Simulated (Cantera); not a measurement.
Feed: 1 mol Si2H6, 10 mol NO, 1.1 mol H2, held at 1475 °C.

Equilibrium computed with Cantera from the NASA thermochemical tables; the gas is ideal and each condensed phase is pure. Candidate condensed phases: H2O, Si, SiO2, Si2N2O, Si3N4; 35 gas species. The feed counts by its element totals alone. The tables hold silica as quartz up to 1696 K and as liquid above; real silica turns to tridymite and cristobalite and melts near 1996 K. Kinetics and transport are ignored.

At 0.000450 bar, list the 5 most abundant gas species with their mole fractions, and the condensed phases.

N2 0.495, H2O 0.402, O2 0.0925, OH 0.00560, H2 0.00204. Condensed: SiO2(condensed).
